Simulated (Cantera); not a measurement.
# Hydrocarbon pyrolysis for carbon deposition

An isothermal, constant-pressure homogeneous reactor starts with C2H6 : N2 = 1 : 120 (molar parts), at 1950 K and 1330 Pa.

Cantera simulation using GRI-Mech 3.0 (53 species, 325 reactions); the numbers are that mechanism's predictions, not measurements. GRI-Mech 3.0 stops at C3 and has no aromatics, soot or wall deposition, so with more carbon than oxygen in the feed, carbon stays in small species such as C2H2 where larger ones or solid carbon would form. Radical loss at walls, strong at low pressure, is not modelled.

```tsv
t (s)	x C2H6	x C2H2	x C2H4	x CH2	x CH3	x H	x H2
0.000600	2.92e-5	0.00231	0.00238	0.000105	0.00566	0.00195	0.00613
0.00179	5.25e-7	0.00624	0.000744	4.40e-5	0.00132	0.00131	0.0124
0.00535	5.07e-8	0.00754	7.43e-5	1.56e-5	0.000401	0.000806	0.0147
0.0160	8.52e-9	0.00783	9.47e-6	5.92e-6	0.000160	0.000586	0.0155
0.0476	1.46e-9	0.00793	1.59e-6	2.28e-6	6.54e-5	0.000494	0.0158
0.142	1.85e-10	0.00797	2.16e-7	8.08e-7	2.32e-5	0.000470	0.0159
0.424	8.61e-12	0.00798	2.63e-8	1.88e-7	5.02e-6	0.000493	0.0160
1.27	<1e-12	0.00798	1.67e-8	1.64e-8	3.69e-7	0.000568	0.0160
3.78	<1e-12	0.00798	1.60e-8	4.61e-9	7.67e-8	0.000758	0.0159
11.3	<1e-12	0.00798	1.52e-8	1.54e-9	1.78e-8	0.00109	0.0157
33.7	<1e-12	0.00798	1.48e-8	1.30e-9	1.30e-8	0.00125	0.0156
101	<1e-12	0.00797	1.48e-8	1.31e-9	1.30e-8	0.00125	0.0156
300	<1e-12	0.00797	1.48e-8	1.32e-9	1.31e-8	0.00125	0.0156
```
x: mole fraction; the columns are a selection and need not sum to one.

Equilibrium at this temperature and pressure: C2H6 <1e-12, C2H2 0.000530, C2H4 9.86e-10, CH2 1.98e-9, CH3 1.97e-8, H 0.00125, H2 0.0156 (gas phase only).
